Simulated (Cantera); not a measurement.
Feed: 1 mol Al₂O₃, 0.79 mol H₂O, 3.4 mol N₂, at 825 Torr.

Equilibrium computed with Cantera from the NASA thermochemical tables; the gas is ideal and each condensed phase is pure. Candidate condensed phases: Al, AlN, Al₂O₃, H₂O; 35 gas species. Kinetics and transport are ignored. All values below are at 1173 K.

Base state: N₂ 0.811, H₂O 0.189 (mole fractions); condensed: Al₂O₃(s).

What changes in the equilibrium state with this change: Al₂O₃ replaced by Fe₂O₃?


| species | before | after |
|---|---|---|
| N₂ | 0.811 | 0.811 |
| H₂O | 0.189 | 0.189 |
| Al₂O₃(s), mol | 1.00 | 0 |
| Fe₂O₃(s), mol | 0 | 1.00 |
Further candidate phases: Fe, FeO, Fe(OH)₂, Fe(OH)₃, Fe₂O₃, Fe₃O₄.
